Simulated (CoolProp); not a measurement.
A single-stage vapour-compression cycle with carbon dioxide: evaporating at 241.15 K (dew point), condensing at 266.15 K (bubble point), superheat 0 K, subcooling 8 K, compressor efficiency 0.9, no pressure losses. Each further row changes one setting.

The numbers come from the reference Helmholtz-energy equation of state, Span 1996 in CoolProp.

```json
[
 {"case": "as stated", "cooling COP": "7.56", "pressure ratio": "2.16", "discharge temperature (K)": "295.2", "refrigerating effect (kJ/kg)": "271", "volumetric capacity (kJ/m³)": "9400"},
 {"case": "evaporating temperature 246.15 K", "cooling COP": "9.89", "pressure ratio": "1.83", "discharge temperature (K)": "288.5", "refrigerating effect (kJ/kg)": "272", "volumetric capacity (kJ/m³)": "11200"},
 {"case": "condensing temperature 261.15 K", "cooling COP": "9.79", "pressure ratio": "1.87", "discharge temperature (K)": "284.6", "refrigerating effect (kJ/kg)": "282", "volumetric capacity (kJ/m³)": "9780"},
 {"case": "subcooling 13 K", "cooling COP": "7.86", "pressure ratio": "2.16", "discharge temperature (K)": "295.2", "refrigerating effect (kJ/kg)": "282", "volumetric capacity (kJ/m³)": "9780"},
 {"case": "superheat 10 K", "cooling COP": "7.35", "pressure ratio": "2.16", "discharge temperature (K)": "306.9", "refrigerating effect (kJ/kg)": "282", "volumetric capacity (kJ/m³)": "9140"},
 {"case": "compressor efficiency 0.8", "cooling COP": "6.72", "pressure ratio": "2.16", "discharge temperature (K)": "299.1", "refrigerating effect (kJ/kg)": "271", "volumetric capacity (kJ/m³)": "9400"}
]
```
